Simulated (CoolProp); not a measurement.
Chlorine along the isobar 3.37 bar: Z from the reference equation and from simpler models built on Tc = 416.9 K, pc = 76.42 bar, ω = 0.070; each cubic takes its own stable root.

Computed with CoolProp (reference Helmholtz-energy equation of state, Thol 2021).

```tsv
T (K)	phase	reference	Redlich-Kwong	Soave-Redlich-Kwong	Peng-Robinson
197.5	liquid	0.008678	0.009410	0.009474	0.008422
206.8	liquid	0.008412	0.009107	0.009162	0.008139
216	liquid	0.008177	0.008841	0.008887	0.007890
225.2	liquid	0.007965	0.008605	0.008643	0.007668
234.4	liquid	0.007774	0.008396	0.008426	0.007470
243.6	liquid	0.007603	0.008213	0.008234	0.007295
252.9	liquid	0.007448	0.008051	0.008064	0.007140
262.1	liquid	0.007311	0.007914	0.007919	0.007007
271.3	gas	0.9395	0.9484	0.9484	0.9462
280.5	gas	0.9462	0.9531	0.9529	0.9507
289.8	gas	0.9520	0.9572	0.9569	0.9547
299	gas	0.9570	0.9608	0.9605	0.9583
308.2	gas	0.9612	0.9640	0.9637	0.9616
317.4	gas	0.9649	0.9669	0.9665	0.9644
326.7	gas	0.9682	0.9695	0.9691	0.9671
```
